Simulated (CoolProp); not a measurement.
Values from CoolProp's reference Helmholtz-energy equation of state, Smukala 2000.

For ethylene, give the phase and the speed of sound (m/s) at 44.75 °C and 0.00797 MPa; 44.75 °C and 0.487 MPa.


- 44.75 °C and 0.00797 MPa: gas; speed of sound 340
- 44.75 °C and 0.487 MPa: gas; speed of sound 335
